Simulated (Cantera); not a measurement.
An adiabatic, constant-pressure homogeneous reactor starts with CH4 : H2 : O2 : N2 = 1 : 0.094 : 2.92 : 11 (molar parts), equivalence ratio 0.70, at 1275 K and 200000 Pa. Integrator tolerance rtol = 1e-08.

Model: GRI-Mech 3.0 (53 species, 325 reactions), integrated in Cantera.

### Question
What does this change do: pressure from 200000 Pa to 1000000 Pa?

### Answer
| quantity | before | after |
|---|---|---|
| time of steepest temperature rise | 3.54 ms | 0.761 ms |
| temperature at 3.00 s | 2514 K | 2560 K |
| equilibrium temperature | 2514 K | 2560 K |
| x(CH4) at 3.00 s | <1e-12 (gas-phase equilibrium <1e-12) | <1e-12 (gas-phase equilibrium <1e-12) |
| x(H2) at 3.00 s | 0.00255 (gas-phase equilibrium 0.00255) | 0.00147 (gas-phase equilibrium 0.00147) |
| x(O2) at 3.00 s | 0.0533 (gas-phase equilibrium 0.0533) | 0.0522 (gas-phase equilibrium 0.0522) |
| x(CH2) at 3.00 s | <1e-12 (gas-phase equilibrium <1e-12) | <1e-12 (gas-phase equilibrium <1e-12) |
| x(CH2O) at 3.00 s | 1.47e-11 (gas-phase equilibrium 1.47e-11) | 2.55e-11 (gas-phase equilibrium 2.55e-11) |
| x(O) at 3.00 s | 0.00254 (gas-phase equilibrium 0.00254) | 0.00140 (gas-phase equilibrium 0.00140) |
| x(CH2CO) at 3.00 s | <1e-12 (gas-phase equilibrium <1e-12) | <1e-12 (gas-phase equilibrium <1e-12) |
